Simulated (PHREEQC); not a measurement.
A solution holds 0.24 mmol/kgw FeSO4, 0.034 mmol/kgw MgSO4, 0.164 mmol/kgw NaF and 3.2 mmol/kgw NaCl, at 25 °C. Closed to the air; pH follows from the charge balance.

Equilibrium calculation in PHREEQC: ion-association model, phreeqc.dat.

This is a speciation only: nothing precipitates in the calculation.

What pH, specific conductance does the model give?

pH 6.63; specific conductance 464 µS/cm.

In which forms is S present?

SO4-2 96 %, FeSO4 2.3 %, NaSO4- 1.2 % of the S.

Species that the database lacks are ignored. Fluoro complexes past AlF4- and FeF3 are missing from the database.
